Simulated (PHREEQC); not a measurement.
A solution holds 60 mmol/kgw MgCl2, 0.92 mmol/kgw NaHCO3 and 0.1 mmol/kgw KCl, at 70 °C. Closed to the air; pH follows from the charge balance.

Equilibrium calculation in PHREEQC: ion-association model, wateq4f.dat.

Task: The ionic strength comes out as 0.180 mol/kgw. What activity coefficients do MgOH+, Mg+2, HCO3-, Cl-, K+ get?

Result: MgOH+ 0.75, Mg+2 0.32, HCO3- 0.73, Cl- 0.70, K+ 0.70.

No solid was allowed to form. Saturation is exceeded, for instance for Magnesite (slow to form); the values hold only as long as no solid forms. At this temperature some constants are extrapolated from 25 °C, and those without enthalpy data are left unchanged.
